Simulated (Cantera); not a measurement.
An isothermal, constant-pressure homogeneous reactor starts with CH₄ : H₂O = 1 : 2.8 (molar parts), at 1575 K and 22.0 bar. Integrator tolerance rtol = 1e-08.

Detailed kinetics in Cantera: GRI-Mech 3.0 (53 species, 325 reactions). The pressure lies above the range GRI-Mech 3.0 was tuned for (to about 10 atm).

Problem. What does this change do: H2O 2.8 to 0.58 parts?

Solution. 
```csv
quantity,before,after
x(CH₄) at 3.00 s,0.0544 (gas-phase equilibrium 7.29e-5),0.251 (gas-phase equilibrium 0.146)
x(H₂O) at 3.00 s,0.371 (gas-phase equilibrium 0.284),0.0968 (gas-phase equilibrium 0.000332)
x(C₂H) at 3.00 s,1.82e-11 (gas-phase equilibrium <1e-12),2.70e-10 (gas-phase equilibrium 3.59e-11)
x(CH₂O) at 3.00 s,7.72e-7 (gas-phase equilibrium 7.54e-7),9.16e-7 (gas-phase equilibrium 1.28e-6)
x(O) at 3.00 s,2.00e-12 (gas-phase equilibrium 1.27e-12),<1e-12 (gas-phase equilibrium <1e-12)
x(CO) at 3.00 s,0.105 (gas-phase equilibrium 0.146),0.136 (gas-phase equilibrium 0.211)
x(H₂) at 3.00 s,0.438 (gas-phase equilibrium 0.543),0.489 (gas-phase equilibrium 0.639)
```
GRI-Mech 3.0 stops at C3 and has no aromatics, soot or wall deposition, so with more carbon than oxygen in the feed, carbon stays in small species such as C2H2 where larger ones or solid carbon would form.

Problem. What does this change do: temperature 1575 to 1225 K?

Solution. 
```tsv
quantity	before	after
x(CH₄) at 3.00 s	0.0544 (gas-phase equilibrium 7.29e-5)	0.258 (gas-phase equilibrium 0.00860)
x(H₂O) at 3.00 s	0.371 (gas-phase equilibrium 0.284)	0.735 (gas-phase equilibrium 0.281)
x(C₂H) at 3.00 s	1.82e-11 (gas-phase equilibrium <1e-12)	<1e-12 (gas-phase equilibrium <1e-12)
x(CH₂O) at 3.00 s	7.72e-7 (gas-phase equilibrium 7.54e-7)	2.78e-7 (gas-phase equilibrium 7.14e-7)
x(O) at 3.00 s	2.00e-12 (gas-phase equilibrium 1.27e-12)	<1e-12 (gas-phase equilibrium <1e-12)
x(CO) at 3.00 s	0.105 (gas-phase equilibrium 0.146)	2.27e-5 (gas-phase equilibrium 0.123)
x(H₂) at 3.00 s	0.438 (gas-phase equilibrium 0.543)	0.00476 (gas-phase equilibrium 0.544)
```
